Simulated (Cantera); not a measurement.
An isothermal, constant-pressure homogeneous reactor starts with CH4 : H2 : CO2 = 0.014 : 1 : 0.0031 (molar parts), at 1423 K and 0.140 bar. Integrator tolerance rtol = 1e-08.

Cantera simulation using GRI-Mech 3.0 (53 species, 325 reactions); the numbers are that mechanism's predictions, not measurements. GRI-Mech 3.0 stops at C3 and has no aromatics, soot or wall deposition, so with more carbon than oxygen in the feed, carbon stays in small species such as C2H2 where larger ones or solid carbon would form.

Q: What does this change do: CO2 0.0031 to 0.005 parts?

A: 
| quantity | before | after |
|---|---|---|
| x(CH4) at 300 s | 0.0106 (gas-phase equilibrium 0.00856) | 0.0105 (gas-phase equilibrium 0.00724) |
| x(H2) at 300 s | 0.982 (gas-phase equilibrium 0.984) | 0.978 (gas-phase equilibrium 0.982) |
| x(CO2) at 300 s | 4.14e-6 (gas-phase equilibrium 4.11e-10) | 1.07e-5 (gas-phase equilibrium 1.25e-9) |
| x(CH2CO) at 300 s | 1.99e-9 (gas-phase equilibrium 5.16e-10) | 3.21e-9 (gas-phase equilibrium 7.02e-10) |
| x(H2O) at 300 s | 0.00299 (gas-phase equilibrium 1.51e-7) | 0.00481 (gas-phase equilibrium 2.86e-7) |
| x(CH2) at 300 s | 5.16e-11 (gas-phase equilibrium 4.16e-11) | 5.17e-11 (gas-phase equilibrium 3.53e-11) |
| x(HO2) at 300 s | <1e-12 (gas-phase equilibrium <1e-12) | <1e-12 (gas-phase equilibrium <1e-12) |

Q: What does this change do: H2 1 to 4.4 parts?

A: 
| quantity | before | after |
|---|---|---|
| x(CH4) at 300 s | 0.0106 (gas-phase equilibrium 0.00856) | 0.00294 (gas-phase equilibrium 0.00232) |
| x(H2) at 300 s | 0.982 (gas-phase equilibrium 0.984) | 0.996 (gas-phase equilibrium 0.996) |
| x(CO2) at 300 s | 4.14e-6 (gas-phase equilibrium 4.11e-10) | 2.18e-7 (gas-phase equilibrium 8.35e-11) |
| x(CH2CO) at 300 s | 1.99e-9 (gas-phase equilibrium 5.16e-10) | 4.88e-11 (gas-phase equilibrium 3.20e-11) |
| x(H2O) at 300 s | 0.00299 (gas-phase equilibrium 1.51e-7) | 0.000701 (gas-phase equilibrium 1.34e-7) |
| x(CH2) at 300 s | 5.16e-11 (gas-phase equilibrium 4.16e-11) | 1.41e-11 (gas-phase equilibrium 1.11e-11) |
| x(HO2) at 300 s | <1e-12 (gas-phase equilibrium <1e-12) | <1e-12 (gas-phase equilibrium <1e-12) |
